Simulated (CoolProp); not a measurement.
R1234yf along the isotherm 185.7 K: density (kg/m³) from the reference equation and from simpler models built on Tc = 367.8 K, pc = 3384 kPa, ω = 0.276; each cubic takes its own stable root.

Computed with CoolProp (reference Helmholtz-energy equation of state, Lemmon 2022).

```tsv
p (kPa)	phase	reference	van der Waals	Soave-Redlich-Kwong	Peng-Robinson
53.5	liquid	1415	4.044	1254	1411
83.3	liquid	1415	6.382	1254	1411
130	liquid	1415	825.2	1254	1411
202	liquid	1415	825.5	1254	1411
315	liquid	1415	825.9	1254	1411
490	liquid	1416	826.6	1255	1411
763	liquid	1416	827.6	1255	1412
1190	liquid	1417	829.2	1256	1413
1850	liquid	1418	831.5	1257	1414
2880	liquid	1419	835.0	1259	1415
4480	liquid	1422	840.1	1262	1418
6980	liquid	1426	847.2	1266	1421
10900	liquid	1432	856.9	1272	1427
16900	liquid	1440	869.2	1280	1435
```

At some of these states van der Waals gives the other phase, because its saturation line lies elsewhere.
